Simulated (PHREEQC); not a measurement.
## Acid rinse or clean

Solution (25 °C): 3.9 mmol/kgw HF, 130 mmol/kgw CaCl2 and 19 mmol/kgw CuCl2. Closed to the air; pH follows from the charge balance.

The numbers come from PHREEQC with the ion-association model, phreeqc.dat.

Each row changes one thing in this solution. Precipitation was switched off in this run.

```
case                                                pH  ionic strength (mol/kgw)  Cu+2 (mol/kgw)  CuCl+ (mol/kgw)  HF (mol/kgw)  F- (mol/kgw)
------------------------------------------------  ----  ------------------------  --------------  ---------------  ------------  ------------
as made                                           2.85                     0.442          0.0155          0.00318       0.00207       0.00170
temperature from 25 to 45 °C                         ?                         ?          0.0124          0.00605       0.00229       0.00150
temperature from 25 to 55 °C                      2.95                         ?          0.0107          0.00766       0.00240       0.00140
HF from 0.0039 to 0.00351 mol/kgw                    ?                     0.442          0.0155          0.00318       0.00180       0.00159
CaCl2 replaced by (CH3)4NCl at the same molality  2.86                     0.183          0.0163          0.00243       0.00218       0.00155
temperature from 25 to 90 °C                      3.08                     0.420         0.00538           0.0124       0.00276       0.00108
```

Question: Some entries are withheld; supply them.

Answer: 
- temperature from 25 to 45 °C, pH: 2.91
- temperature from 25 to 45 °C, ionic strength (mol/kgw): 0.435
- temperature from 25 to 55 °C, ionic strength (mol/kgw): 0.431
- HF from 0.0039 to 0.00351 mol/kgw, pH: 2.88

Complexes and solids missing from the database can't appear. Some of these states are supersaturated (in Fluorite, for instance). At this temperature some constants are extrapolated from 25 °C, and those without enthalpy data are left unchanged.
